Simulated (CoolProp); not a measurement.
Properties of R125 along the isobar 42.2 bar (Tc = 66.0 °C, pc = 36.18 bar, ω = 0.305).

The numbers come from the reference Helmholtz-energy equation of state, Lemmon 2005 in CoolProp.

```csv
T (°C),phase,density (kg/m³),cp (kJ/(kg K)),isothermal compressibility (1/MPa),expansivity (1/kK),Prandtl number,fugacity coefficient
-8.35,liquid,1380,1.193,0.004005,2.935,3.86,0.1241
8.75,liquid,1306,1.248,0.005868,(withheld),3.53,0.1995
25.85,liquid,1222,1.326,0.009454,4.389,3.28,0.2964
42.85,liquid,1119,1.461,0.01808,6.221,3.12,0.4112
59.95,liquid,(withheld),1.845,0.05570,12.37,(withheld),0.5380
77.05,supercritical,411.2,3.638,1.006,55.89,2.75,0.6522
94.15,supercritical,270.3,1.492,0.4390,13.60,1.21,0.7138
111.15,supercritical,225.8,1.258,0.3542,8.465,1.02,(withheld)
```

Problem. Complete the blanks.

Solution. 
- 8.75, expansivity (1/kK): 3.479
- 59.95, density (kg/m³): 968.0
- 59.95, Prandtl number: 3.18
- 111.15, fugacity coefficient: 0.7588

The peak of cp marks the crossing from liquid-like to gas-like fluid above the critical point.

Viscosity comes from a separate model (Huber 2006). Thermal conductivity comes from a separate model (Perkins 2006).
